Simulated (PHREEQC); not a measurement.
Consider water at 25 °C with 0.094 mol/kgw HF and 0.2 mol/kgw NaF. Closed to the air; pH follows from the charge balance.

All values are PHREEQC results (ion-association model, phreeqc.dat), not measurements.

The pH comes out as 3.44 and the ionic strength is 0.192 mol/kgw. The activity of water is 0.992 and the density is 1.006 g/cm³. The total alkalinity comes out as -94.0 meq/kg.

```csv
species,molality,activity,log γ
Na+,0.191,0.143,-0.125
F-,0.157,0.111,-0.149
HF,0.0586,0.0612,0.019
HF2-,0.0350,0.0261,-0.126
NaF,0.00879,0.00919,0.019
H+,0.000459,0.000367,-0.097
```

This is a speciation only: nothing precipitates in the calculation. Complexes and solids missing from the database can't appear.
